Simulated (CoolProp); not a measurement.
Saturated liquid density (kg/m³) of dimethyl ether: the reference equation beside estimates from Tc = 400.4 K, pc = 5.337 MPa, ω = 0.196. Rackett uses Z = 0.29056 − 0.08775 ω.

Model: reference Helmholtz-energy equation of state, Wu 2011, in CoolProp.

```
T (K)  reference  Rackett  Peng-Robinson
-----  ---------  -------  -------------
203.7      793.8        ?          815.8
211.9      783.4    768.8          806.8
220.2      772.7    758.6          797.3
228.4      762.0    748.3          787.5
236.6          ?    737.8          777.2
244.8          ?    727.1              ?
253.1      728.6    716.0          754.8
261.3      717.1    704.7          742.8
269.5          ?    693.2          730.1
277.7      693.2    681.3          716.7
286        680.6        ?          702.4
294.2          ?    656.3          687.4
302.4      654.5        ?          671.5
```

Problem. Some entries are withheld; supply them.

Solution. 
- 203.7, Rackett: 778.7
- 236.6, reference: 751.1
- 244.8, reference: 740.1
- 244.8, Peng-Robinson: 766.3
- 269.5, reference: 705.3
- 286, Rackett: 669.0
- 294.2, reference: 667.8
- 302.4, Rackett: 643.2

Absolute difference from the reference over all 13 rows, mean and median: Rackett 1.8 and 1.7 %, Peng-Robinson 3.2 and 3.3 %.
